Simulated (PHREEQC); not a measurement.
HF is added in steps, without added water, to 1 kg of water holding 21 mmol/kgw Al(NO3)3 and 1.4 mmol/kgw KHF2, at 25 °C. Oxygen is held at 0.21 atm. CO2 from the air is kept out. Solids allowed: Gibbsite. Others were left out.

Base run: PHREEQC, ion-association model, phreeqc.dat. Each further column changes one thing. The table gives pH.

```json
[
 {"HF added (mol)": "0", "base": "2.92", "0.0044 mol/kgw Li2CO3 added": "[?]", "Al(NO3)3 from 0.021 to 0.0021 mol/kgw": "2.89", "Al(NO3)3 left out": "3.41", "no solid may form": "2.92"},
 {"HF added (mol)": "0.002667", "base": "2.47", "0.0044 mol/kgw Li2CO3 added": "[?]", "Al(NO3)3 from 0.021 to 0.0021 mol/kgw": "2.46", "Al(NO3)3 left out": "3.03", "no solid may form": "2.47"},
 {"HF added (mol)": "0.005333", "base": "2.26", "0.0044 mol/kgw Li2CO3 added": "3.60", "Al(NO3)3 from 0.021 to 0.0021 mol/kgw": "2.34", "Al(NO3)3 left out": "2.87", "no solid may form": "2.26"},
 {"HF added (mol)": "0.009333", "base": "2.05", "0.0044 mol/kgw Li2CO3 added": "2.79", "Al(NO3)3 from 0.021 to 0.0021 mol/kgw": "2.27", "Al(NO3)3 left out": "2.73", "no solid may form": "2.05"},
 {"HF added (mol)": "0.012", "base": "1.96", "0.0044 mol/kgw Li2CO3 added": "2.42", "Al(NO3)3 from 0.021 to 0.0021 mol/kgw": "2.24", "Al(NO3)3 left out": "2.66", "no solid may form": "1.96"},
 {"HF added (mol)": "0.01467", "base": "1.88", "0.0044 mol/kgw Li2CO3 added": "2.22", "Al(NO3)3 from 0.021 to 0.0021 mol/kgw": "2.22", "Al(NO3)3 left out": "2.61", "no solid may form": "1.88"},
 {"HF added (mol)": "0.01733", "base": "1.81", "0.0044 mol/kgw Li2CO3 added": "[?]", "Al(NO3)3 from 0.021 to 0.0021 mol/kgw": "2.20", "Al(NO3)3 left out": "[?]", "no solid may form": "1.81"},
 {"HF added (mol)": "0.02", "base": "1.75", "0.0044 mol/kgw Li2CO3 added": "1.98", "Al(NO3)3 from 0.021 to 0.0021 mol/kgw": "2.18", "Al(NO3)3 left out": "2.52", "no solid may form": "1.75"},
 {"HF added (mol)": "0.02267", "base": "1.70", "0.0044 mol/kgw Li2CO3 added": "1.90", "Al(NO3)3 from 0.021 to 0.0021 mol/kgw": "2.16", "Al(NO3)3 left out": "2.49", "no solid may form": "1.70"},
 {"HF added (mol)": "0.02667", "base": "1.63", "0.0044 mol/kgw Li2CO3 added": "1.79", "Al(NO3)3 from 0.021 to 0.0021 mol/kgw": "2.14", "Al(NO3)3 left out": "[?]", "no solid may form": "1.63"},
 {"HF added (mol)": "0.02933", "base": "1.59", "0.0044 mol/kgw Li2CO3 added": "[?]", "Al(NO3)3 from 0.021 to 0.0021 mol/kgw": "2.12", "Al(NO3)3 left out": "2.42", "no solid may form": "1.59"},
 {"HF added (mol)": "0.032", "base": "1.56", "0.0044 mol/kgw Li2CO3 added": "[?]", "Al(NO3)3 from 0.021 to 0.0021 mol/kgw": "2.11", "Al(NO3)3 left out": "2.40", "no solid may form": "1.56"}
]
```

Question: Complete the blanks.

Answer: 
- 0, 0.0044 mol/kgw Li2CO3 added: 3.57
- 0.002667, 0.0044 mol/kgw Li2CO3 added: 3.58
- 0.01733, 0.0044 mol/kgw Li2CO3 added: 2.08
- 0.01733, Al(NO3)3 left out: 2.56
- 0.02667, Al(NO3)3 left out: 2.45
- 0.02933, 0.0044 mol/kgw Li2CO3 added: 1.74
- 0.032, 0.0044 mol/kgw Li2CO3 added: 1.69

Fluoro complexes past AlF4- and FeF3 are missing from the database.
